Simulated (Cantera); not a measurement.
An isothermal, constant-pressure homogeneous reactor starts with NH₃ : H₂ = 1 : 3.6 (molar parts), at 1875 K and 100.0 Torr.

Computed with Cantera and the gas-phase N/H chemistry of the illustrative SiF4/NH3 mechanism in the Surface Chemkin manual (1991). Walls and surfaces, which speed up NH3 decomposition in real reactors, are not modelled.

x: mole fraction; the columns are a selection and need not sum to one.

```tsv
t (s)	x NH₃	x H₂	x N₂	x H	x N
0.000400	0.217	0.783	2.46e-8	3.31e-5	2.90e-10
0.00134	0.217	0.783	1.79e-6	0.000109	1.04e-8
0.00447	0.217	0.783	8.72e-5	0.000284	1.79e-7
0.0150	0.215	0.784	0.000874	0.000331	2.78e-7
0.0500	0.208	0.787	0.00358	0.000336	2.79e-7
0.167	___	0.799	___	0.000353	2.80e-7
0.560	0.136	0.830	0.0334	0.000409	2.84e-7
1.87	0.0514	0.880	0.0681	0.000596	2.86e-7
6.26	0.00342	0.907	0.0878	0.00140	2.28e-7
20.9	___	0.909	0.0891	0.00172	___
70.0	5.37e-5	0.909	0.0892	0.00172	6.68e-9
```

Task: What belongs in the gaps?

Result: 
- 0.167, x NH₃: 0.188
- 0.167, x N₂: 0.0119
- 20.9, x NH₃: 0.000235
- 20.9, x N: 2.90e-8
